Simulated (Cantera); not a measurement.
Cantera run, input and output.

```python
import numpy as np
import cantera as ct

gas = ct.Solution("gri30.yaml")
gas.TPX = 1623, 500000, {'CH4': 1, 'O2': 2.63, 'N2': 9.89, 'H2O': 1.2}
reactor = ct.IdealGasReactor(gas, energy="on", clone=False)
net = ct.ReactorNet([reactor])
net.rtol, net.atol = 1e-08, 1e-16
show = ['CH4', 'O2', 'H2O', 'C2H', 'C2H4']
times = np.geomspace(5e-06, 0.6, 14)

steps = ct.SolutionArray(gas, extra=["t"])
rows = []
print(f"{'t/s':>10s}{'T/K':>9s}{'P/Pa':>11s}" + "".join(f"{s:>11s}" for s in show))
for t in times:
    while net.time < t:
        t_next = net.step()
        steps.append(gas.state, t=t_next)
    rows.append([np.interp(t, steps.t, y) for y in (steps.T, steps.P, *steps(*show).X.T)])
    print(f"{t:10.3e}{rows[-1][0]:9.1f}{rows[-1][1]:11.4g}" + "".join(f"{x:11.3e}" for x in rows[-1][2:]))
rate = np.gradient(steps.T, steps.t)
print("integrator steps:", len(steps.t))
if steps.T.max() > steps.T[0] + 200:
    print(f"time of steepest temperature rise: {steps.t[rate.argmax()]:.4e} s")
gas.TPX = 1623, 500000, {'CH4': 1, 'O2': 2.63, 'N2': 9.89, 'H2O': 1.2}
gas.equilibrate("UV")
print(f"equilibrium (UV): T = {gas.T:.1f} K  " + "  ".join(f"{s} {gas[s].X[0]:.3e}" for s in show))
```

Result:

```
       t/s      T/K       P/Pa        CH4         O2        H2O        C2H       C2H4
 5.000e-06   1622.9      5e+05  6.791e-02  1.787e-01  8.153e-02  3.320e-19  1.416e-08
 1.229e-05   1622.8      5e+05  6.783e-02  1.786e-01  8.157e-02  6.078e-17  3.812e-07
 3.023e-05   1623.9  5.003e+05  6.735e-02  1.784e-01  8.185e-02  1.850e-14  1.090e-05
 7.432e-05   1645.6  5.073e+05  6.277e-02  1.755e-01  8.514e-02  1.773e-11  3.238e-04
 1.827e-04   2878.3  9.078e+05  3.540e-15  4.493e-02  1.909e-01  1.079e-19  3.413e-23
 4.493e-04   2865.6  9.032e+05  3.622e-15  4.122e-02  1.916e-01  9.838e-20  3.428e-23
 1.105e-03   2861.0  9.016e+05  3.655e-15  3.990e-02  1.918e-01  9.511e-20  3.435e-23
 2.716e-03   2860.9  9.015e+05  3.656e-15  3.986e-02  1.919e-01  9.500e-20  3.436e-23
 6.678e-03   2860.9  9.015e+05  3.656e-15  3.986e-02  1.919e-01  9.500e-20  3.436e-23
 1.642e-02   2860.9  9.015e+05  3.656e-15  3.986e-02  1.919e-01  9.500e-20  3.436e-23
 4.037e-02   2860.9  9.015e+05  3.656e-15  3.986e-02  1.919e-01  9.500e-20  3.436e-23
 9.925e-02   2860.9  9.015e+05  3.656e-15  3.986e-02  1.919e-01  9.500e-20  3.436e-23
 2.440e-01   2860.9  9.015e+05  3.656e-15  3.986e-02  1.919e-01  9.500e-20  3.436e-23
 6.000e-01   2860.9  9.015e+05  3.656e-15  3.986e-02  1.919e-01  9.500e-20  3.436e-23
integrator steps: 1804
time of steepest temperature rise: 1.0669e-04 s
equilibrium (UV): T = 2860.9 K  CH4 4.807e-15  O2 3.986e-02  H2O 1.919e-01  C2H 1.022e-19  C2H4 3.859e-23
```

Cantera simulation using GRI-Mech 3.0 (53 species, 325 reactions); the numbers are that mechanism's predictions, not measurements.
